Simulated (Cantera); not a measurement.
Cantera run:

```python
import numpy as np
import cantera as ct

gas_names = """
    H HO2 H2 H2O H2O2 H2S H2SO4 O OH O2 O3 S SH SO SO2 SO3 S2 S2O S8
""".split()
cond_names = """
    H2O(s) H2O(L) H2SO4(L) S(cr1) S(cr2) S(L)
""".split()


# ... load() reads the species with a 1 bar reference pressure and builds the phases ...
atoms = {
    'S': {'S': 1},
    'O2': {'O': 2},
    'H2': {'H': 2},
}
top_T = {}  # K; cautious upper limits of use, not melting points


# ... equilibrate(T, P, feed) seeds the gas with the atoms and calls Mixture.equilibrate('TP', solver="vcs", rtol=1e-11, max_steps=5000) ...
results = []
feed = {'S': 1, 'O2': 0.034, 'H2': 0.38}  # mol
T = 2473  # K
for P in [10, 65, 420, 2700, 17000, 110000, 720000, 4700000, 30000000]:
    mix = equilibrate(T, P, feed)
    results.append((T, P, feed, dict(zip(mix.species_names, mix.species_moles))))

top = {s: max(r[3][s] / sum(r[3][g] for g in gas_names) for r in results) for s in gas_names}
cols = sorted((s for s in top if top[s] > 1e-06), key=lambda s: -top[s])[:7]
seen = [c for c in cond_names if any(r[3].get(c, 0) > 1e-12 for r in results)]
print("log10 of partial pressures in bar; condensed amounts in mol")
print(f"{'P/Pa':>10s}" + "".join(f"{s[:9]:>10s}" for s in cols + seen))
for T, P, feed, n in results:
    ng = sum(n[g] for g in gas_names)
    print(f"{P:10.4g}" + "".join(f"{np.log10(max(n[s] / ng * P / 1e5, 1e-99)):10.3f}" for s in cols)
          + "".join(f"{n.get(c, 0):10.4g}" for c in seen))
```

Result:

```
log10 of partial pressures in bar; condensed amounts in mol
      P/Pa         S        S2         H        H2       H2S       H2O        SH
        10    -4.281    -5.746    -4.414    -5.525    -9.079    -7.410    -6.414
        65    -3.529    -4.241    -3.730    -4.156    -6.957    -5.850    -4.977
       420    -2.910    -3.003    -3.173    -3.043    -5.226    -4.492    -3.801
      2700    -2.408    -2.000    -2.707    -2.110    -3.791    -3.292    -2.833
   1.7e+04    -1.967    -1.119    -2.291    -1.279    -2.519    -2.237    -1.977
   1.1e+05    -1.545    -0.273    -1.895    -0.487    -1.304    -1.265    -1.158
   7.2e+05    -1.132     0.552    -1.521     0.262    -0.142    -0.355    -0.371
   4.7e+06    -0.728     1.361    -1.180     0.944     0.944     0.511     0.375
     3e+07    -0.331     2.154    -0.884     1.536     1.932     1.336     1.067
```

Equilibrium computed with Cantera from the NASA thermochemical tables; the gas is ideal and each condensed phase is pure. The ideal-gas law is rough above about 30 bar.
